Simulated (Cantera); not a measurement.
Input (Python, Cantera):

```python
import numpy as np
import cantera as ct

gas = ct.Solution("gri30.yaml")
gas.TPX = 675, 500000, {'H2': 1, 'O2': 0.806, 'N2': 3.03}
inlet = ct.Reservoir(gas, clone=True)
gas.equilibrate("HP")  # start burning
reactor = ct.IdealGasConstPressureReactor(gas, energy="on", clone=False)
exhaust = ct.Reservoir(gas, clone=True)
tau = [0.021, 0.011, 0.0054, 0.0027, 0.0014, 0.00069, 0.00035, 0.00018, 8.9e-05, 4.5e-05, 2.3e-05][0]
for a, b in ((inlet, reactor), (reactor, exhaust)):
    ct.MassFlowController(a, b, mdot=lambda t: reactor.mass / tau)
net = ct.ReactorNet([reactor])
show = ['H2', 'O2', 'NO', 'H', 'H2O2']

rows = []
print(f"{'tau/s':>10s}{'T/K':>9s}" + "".join(f"{s:>11s}" for s in show))
for tau in [0.021, 0.011, 0.0054, 0.0027, 0.0014, 0.00069, 0.00035, 0.00018, 8.9e-05, 4.5e-05, 2.3e-05]:
    net.initial_time = 0.0
    net.advance(30 * tau)
    before = gas.X
    net.advance(40 * tau)
    drift = np.max(np.abs(gas.X - before) / (gas.X + 1e-9))
    rows.append([gas.T, *gas[show].X, drift])
    print(f"{tau:10.3e}{gas.T:9.1f}" + "".join(f"{x:11.3e}" for x in gas[show].X))
```

It prints:

```
     tau/s      T/K         H2         O2         NO          H       H2O2
 2.100e-02   2179.0  4.484e-04  6.923e-02  8.197e-04  5.235e-05  4.400e-07
 1.100e-02   2178.7  4.977e-04  6.937e-02  4.805e-04  5.946e-05  4.488e-07
 5.400e-03   2177.1  5.975e-04  6.943e-02  2.767e-04  7.477e-05  4.658e-07
 2.700e-03   2173.7  7.746e-04  6.941e-02  1.736e-04  1.052e-04  4.967e-07
 1.400e-03   2168.2  1.061e-03  6.934e-02  1.209e-04  1.627e-04  5.485e-07
 6.900e-04   2158.5  1.571e-03  6.923e-02  8.799e-05  2.863e-04  6.396e-07
 3.500e-04   2144.2  2.348e-03  6.911e-02  6.757e-05  5.204e-04  7.697e-07
 1.800e-04   2123.6  3.504e-03  6.905e-02  5.316e-05  9.534e-04  9.440e-07
 8.900e-05   2091.8  5.314e-03  6.912e-02  4.247e-05  1.803e-03  1.187e-06
 4.500e-05   2047.9  7.823e-03  6.947e-02  3.628e-05  3.267e-03  1.498e-06
 2.300e-05   1988.4  1.122e-02  7.030e-02  3.313e-05  5.643e-03  1.922e-06
```

Computed with Cantera and GRI-Mech 3.0 (53 species, 325 reactions). The hydrogen kinetics of GRI-Mech 3.0 are dated; newer H2 mechanisms differ, most at raised pressure.
